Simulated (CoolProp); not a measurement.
cis-2-butene at 293.15 K and 1.74 MPa is throttled through a valve to 0.728 MPa with no heat exchange. Each further row changes one setting.

The numbers come from the reference Helmholtz-energy equation of state, Lemmon 2005 in CoolProp. It is a short technical equation, of lower accuracy than the large ones.

```tsv
case	temperature change (K)	final density (kg/m³)
as stated	+0.3	622
outlet pressure 0.218 MPa	+0.5	621
outlet pressure 0.946 MPa	+0.3	622
```
